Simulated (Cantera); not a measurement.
## Thermodynamics of silicon etching in halogen gases, feed Si + HBr

Charge: 1 mol Si, 15 mol HBr, at 2.55 Torr.

These are equilibrium values from Cantera (NASA tables, ideal gas, pure condensed phases), not measurements of a reactor. Candidate condensed phases: Br2, Si; 19 gas species. The tables' values for SiBr3 are old estimates; treat these amounts as uncertain. Equilibrium is a limit: real reactors are often held back by kinetics, nucleation or transport.

| T (°C) | x HBr | x H2 | x SiBr4 | x SiBr2 | x Br | x SiBr3 | x SiHBr3 | x Br2 |
|---|---|---|---|---|---|---|---|---|
| 577 | 0.786 | 0.143 | 0.0714 | 3.67e-8 | 5.48e-6 | 1.65e-6 | 1.20e-5 | 1.98e-7 |
| 652 | 0.786 | 0.143 | 0.0714 | 9.16e-7 | 3.12e-5 | 1.19e-5 | 2.69e-5 | 6.80e-7 |
| 727 | 0.786 | 0.143 | 0.0713 | 1.39e-5 | 0.000137 | 6.36e-5 | 5.29e-5 | 1.95e-6 |
| 802 | 0.785 | 0.143 | 0.0709 | 0.000143 | 0.000492 | 0.000266 | 9.41e-5 | 4.83e-6 |
| 877 | 0.786 | 0.142 | 0.0692 | 0.00105 | 0.00150 | 0.000897 | 0.000151 | 1.07e-5 |
| 952 | 0.788 | 0.137 | 0.0629 | 0.00536 | 0.00408 | 0.00237 | 0.000206 | 2.24e-5 |
| 1027 | 0.795 | 0.125 | 0.0477 | 0.0173 | 0.0103 | 0.00445 | 0.000208 | 4.63e-5 |
| 1102 | 0.798 | 0.110 | 0.0274 | 0.0347 | 0.0238 | 0.00562 | 0.000149 | 9.15e-5 |
| 1177 | 0.782 | 0.104 | 0.0115 | 0.0494 | 0.0480 | 0.00502 | 8.22e-5 | 0.000152 |
x: gas mole fraction; nothing condenses.

From 577 °C to 1177 °C nothing is condensed. The main Si-bearing gas is SiBr4 at 577 °C and SiBr2 at 1177 °C.
